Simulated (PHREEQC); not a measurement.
0.6 g of hydrous ferric oxide (600 m²/g; 0.2 weak and 0.005 strong sites per Fe, Dzombak-Morel constants, diffuse double layer) in 1 kg of water with 0.005 mol/kgw of an inert sodium salt and 2.5e-06 mol SrCl2, at 25 °C; the pH is set by adding NaOH or the inert anion's acid. Oxygen is held at 0.21 atm. The system is closed to CO2. No solid was allowed to form.

Computed with PHREEQC (ion-association model, wateq4f.dat).

```tsv
pH	Sr sorbed (%)	surface charge σ (C/m²)	surface potential ψ (mV)
3	0.0	0.306	214
3.38	0.0	0.261	208
4.12	0.0	0.172	189
4.5	0.0	0.133	177
5.25	0.0	0.074	148
5.62	0.0	0.054	132
6.38	0.1	0.026	95
6.75	0.6	0.017	75
7.5	12.0	0.006	34
7.88	41.1	0.002	13
8.62	94.4	-0.005	-28
9	98.9	-0.009	-49
```

The oxide is taken as insoluble; below pH 4 it would dissolve.
